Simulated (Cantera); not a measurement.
What does this Cantera script print?

```python
import numpy as np
import cantera as ct

gas = ct.Solution("gri30.yaml")
gas.TPX = 575, 350000, {'CH4': 1, 'O2': 3.39, 'N2': 12.7, 'CO2': 4.8}
inlet = ct.Reservoir(gas, clone=True)
gas.equilibrate("HP")  # start burning
reactor = ct.IdealGasConstPressureReactor(gas, energy="on", clone=False)
exhaust = ct.Reservoir(gas, clone=True)
tau = [0.086, 0.03, 0.011, 0.0037, 0.0013, 0.00046, 0.00016, 5.6e-05, 2e-05][0]
for a, b in ((inlet, reactor), (reactor, exhaust)):
    ct.MassFlowController(a, b, mdot=lambda t: reactor.mass / tau)
net = ct.ReactorNet([reactor])
show = ['CH4', 'O2', 'CO2', 'HCO', 'C2H', 'HCN']

rows = []
print(f"{'tau/s':>10s}{'T/K':>9s}" + "".join(f"{s:>11s}" for s in show))
for tau in [0.086, 0.03, 0.011, 0.0037, 0.0013, 0.00046, 0.00016, 5.6e-05, 2e-05]:
    net.initial_time = 0.0
    net.advance(30 * tau)
    before = gas.X
    net.advance(40 * tau)
    drift = np.max(np.abs(gas.X - before) / (gas.X + 1e-9))
    rows.append([gas.T, *gas[show].X, drift])
    print(f"{tau:10.3e}{gas.T:9.1f}" + "".join(f"{x:11.3e}" for x in gas[show].X))
```

Output:

```
     tau/s      T/K        CH4         O2        CO2        HCO        C2H        HCN
 8.600e-02   1500.2  3.129e-05  6.376e-02  2.644e-01  6.932e-09  2.372e-12  1.232e-09
 3.000e-02   1495.1  6.892e-05  6.411e-02  2.637e-01  2.008e-08  6.615e-12  1.946e-09
 1.100e-02   1483.7  1.579e-04  6.494e-02  2.621e-01  5.609e-08  1.536e-11  2.600e-09
 3.700e-03   1434.9  6.378e-04  6.870e-02  2.554e-01  1.825e-07  3.197e-11  2.611e-09
 1.300e-03    575.0  4.568e-02  1.549e-01  2.193e-01  8.311e-33 -4.378e-47  3.337e-24
 4.600e-04    575.0  4.568e-02  1.549e-01  2.193e-01  6.080e-35  3.202e-48  1.997e-26
 1.600e-04    575.0  4.568e-02  1.549e-01  2.193e-01  4.647e-36  3.147e-50  1.055e-27
 5.600e-05    575.0  4.568e-02  1.549e-01  2.193e-01  4.499e-37  7.241e-52  6.662e-29
 2.000e-05    575.0  4.568e-02  1.549e-01  2.193e-01  4.948e-38  1.629e-53  4.208e-30
```

Computed with Cantera and GRI-Mech 3.0 (53 species, 325 reactions).
